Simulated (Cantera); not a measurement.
A perfectly stirred reactor is fed with C2H6 : N2 = 1 : 1.5 (molar parts), at 15.8 Torr; it is held at 1673 K, and followed from long to short residence time.

Model: GRI-Mech 3.0 (53 species, 325 reactions), integrated in Cantera. GRI-Mech 3.0 stops at C3 and has no aromatics, soot or wall deposition, so with more carbon than oxygen in the feed, carbon stays in small species such as C2H2 where larger ones or solid carbon would form. Radical loss at walls, strong at low pressure, is not modelled.

**Question.** Predict: x(C2H6) at τ = 3.60 s; x(HCN) at τ = 3.60 s; x(H) at τ = 3.60 s; x(C2H) at τ = 3.60 s; x(CH3) at τ = 3.60 s; x(C2H6) at τ = 93.0 ms; x(HCN) at τ = 93.0 ms; x(H) at τ = 93.0 ms; x(C2H) at τ = 93.0 ms; x(CH3) at τ = 93.0 ms.

**Answer.** 
```
Quantity                   Value
----------------------  --------
x(C2H6) at τ = 3.60 s    2.86e-5
x(HCN) at τ = 3.60 s     1.30e-5
x(H) at τ = 3.60 s      0.000771
x(C2H) at τ = 3.60 s     1.93e-6
x(CH3) at τ = 3.60 s    0.000656
x(C2H6) at τ = 93.0 ms  0.000894
x(HCN) at τ = 93.0 ms    2.79e-6
x(H) at τ = 93.0 ms      0.00105
x(C2H) at τ = 93.0 ms    2.77e-6
x(CH3) at τ = 93.0 ms    0.00394
```
